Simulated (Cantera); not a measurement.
A Cantera script and what it prints.

```python
import numpy as np
import cantera as ct

gas_names = """
    F F2 N NF NF2 NF3 N2 Si SiF SiF2 SiF3 SiF4 SiN Si2 Si2N Si3
""".split()
cond_names = """
    Si(cr) Si(L) Si3N4(a)
""".split()


# ... load() reads the species with a 1 bar reference pressure and builds the phases ...
atoms = {
    'Si': {'Si': 1},
    'F2': {'F': 2},
    'N2': {'N': 2},
}
top_T = {'Si3N4(a)': 2400}  # K; cautious upper limits of use, not melting points


# ... equilibrate(T, P, feed) seeds the gas with the atoms and calls Mixture.equilibrate('TP', solver="vcs", rtol=1e-11, max_steps=5000) ...
results = []
feed = {'Si': 1, 'F2': 6, 'N2': 86}  # mol
P = 58000  # Pa
for T in [798, 823, 848, 873, 898, 923, 948, 973, 998, 1023, 1048, 1073]:
    mix = equilibrate(T, P, feed)
    results.append((T, P, feed, dict(zip(mix.species_names, mix.species_moles))))
    x = sorted(zip(gas.X, gas.species_names), reverse=True)
    print(f"T = {T:g} K  P = {P:g} Pa  gas = {mix.phase_moles(0):.4g} mol")
    print("   x: " + "  ".join(f"{s} {v:.3e}" for v, s in x if v > 1e-06))
    print("   condensed (mol): " + ("  ".join(f"{mix.phase(i).name} {mix.phase_moles(i):.4g}"
          for i in range(1, mix.n_phases) if mix.phase_moles(i) > 1e-12) or "none"))
```

Result:

```
T = 798 K  P = 58000 Pa  gas = 89.26 mol
   x: N2 9.534e-01  NF3 2.009e-02  F2 1.405e-02  SiF4 1.120e-02  F 1.255e-03
   condensed (mol): none
T = 823 K  P = 58000 Pa  gas = 89.6 mol
   x: N2 9.515e-01  F2 1.853e-02  NF3 1.671e-02  SiF4 1.116e-02  F 2.096e-03
   condensed (mol): none
T = 848 K  P = 58000 Pa  gas = 89.96 mol
   x: N2 9.494e-01  F2 2.302e-02  NF3 1.319e-02  SiF4 1.112e-02  F 3.325e-03
   condensed (mol): none
T = 873 K  P = 58000 Pa  gas = 90.34 mol
   x: N2 9.471e-01  F2 2.699e-02  SiF4 1.107e-02  NF3 9.852e-03  F 5.022e-03
   condensed (mol): none
T = 898 K  P = 58000 Pa  gas = 90.69 mol
   x: N2 9.447e-01  F2 2.998e-02  SiF4 1.103e-02  F 7.252e-03  NF3 6.998e-03
   condensed (mol): none
T = 923 K  P = 58000 Pa  gas = 91.02 mol
   x: N2 9.424e-01  F2 3.177e-02  SiF4 1.099e-02  F 1.006e-02  NF3 4.762e-03
   condensed (mol): none
T = 948 K  P = 58000 Pa  gas = 91.33 mol
   x: N2 9.401e-01  F2 3.237e-02  F 1.346e-02  SiF4 1.095e-02  NF3 3.132e-03
   condensed (mol): none
T = 973 K  P = 58000 Pa  gas = 91.62 mol
   x: N2 9.377e-01  F2 3.191e-02  F 1.748e-02  SiF4 1.092e-02  NF3 2.008e-03
   condensed (mol): none
T = 998 K  P = 58000 Pa  gas = 91.9 mol
   x: N2 9.352e-01  F2 3.059e-02  F 2.209e-02  SiF4 1.088e-02  NF3 1.262e-03
   condensed (mol): none
T = 1023 K  P = 58000 Pa  gas = 92.18 mol
   x: N2 9.325e-01  F2 2.861e-02  F 2.723e-02  SiF4 1.085e-02  NF3 7.795e-04
   condensed (mol): none
T = 1048 K  P = 58000 Pa  gas = 92.47 mol
   x: N2 9.298e-01  F 3.281e-02  F2 2.614e-02  SiF4 1.081e-02  NF3 4.738e-04
   condensed (mol): none
T = 1073 K  P = 58000 Pa  gas = 92.77 mol
   x: N2 9.269e-01  F 3.867e-02  F2 2.336e-02  SiF4 1.078e-02  NF3 2.833e-04
   condensed (mol): none
```

Method: chemical equilibrium by Gibbs-energy minimisation in Cantera with the NASA 1993 tables (ideal gas, pure condensed phases).
